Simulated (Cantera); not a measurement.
Feed: 1 mol B₂O₃, 0.92 mol O₂, 0.37 mol N₂, at 28.0 mbar.

Cantera equilibrium calculation (NASA polynomials, part measured and part estimated; ideal gas, pure solids and liquids). Candidate condensed phases: B, BN, B₂O₃; 17 gas species. The numbers say what is thermodynamically allowed, not how fast it happens.

### Question
At 1650 °C, list the 4 most abundant gas species with their mole fractions, and the condensed phases.

### Answer
B₂O₃ 0.417, O₂ 0.388, N₂ 0.158, BO₂ 0.0321. Condensed: gas only.
